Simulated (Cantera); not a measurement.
A closed system holds: 1 mol SiF4, 0.53 mol NO, equilibrated at 750 Torr.

Method: chemical equilibrium by Gibbs-energy minimisation in Cantera with the NASA 1993 tables (ideal gas, pure condensed phases). Candidate condensed phases: Si, SiO2, Si2N2O, Si3N4; 28 gas species. Equilibrium is a limit: real reactors are often held back by kinetics, nucleation or transport. All values below are at 1648 K.

Base state: SiF4 0.654, N2 0.173, O2 0.173, NO 0.00100, O 1.05e-5 (mole fractions); condensed: gas only.

Q: What changes in the equilibrium state with this change: NO from 0.53 to 0.13 mol?

A: 
```tsv
species	before	after
SiF4	0.654	0.885
N2	0.173	0.0574
O2	0.173	0.0574
NO	0.00100	0.000333
O	1.05e-5	6.06e-6
```
